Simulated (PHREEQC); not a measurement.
0.052 g of hydrous ferric oxide (600 m²/g; 0.2 weak and 0.005 strong sites per Fe, Dzombak-Morel constants, diffuse double layer) in 1 kg of water with 0.005 mol/kgw of an inert sodium salt and 1.6e-05 mol NiCl2, at 25 °C; the pH is set by adding NaOH or the inert anion's acid. O2 is buffered at 0.21 atm. No CO2 enters from the air. Nothing may precipitate in this run.

The series has 17 steps of pH, from 3 to 11.

The numbers come from PHREEQC with the ion-association model, wateq4f.dat.

Task: Near which pH is half of the Ni sorbed, and on which side is more sorbed?

Result: Near pH 7.3, with more sorbed at higher pH.

Task: At which pH does the surface charge pass through zero?

Result: Near pH 8.4.

Species that the database lacks are ignored. The oxide is taken as insoluble; below pH 4 it would dissolve.
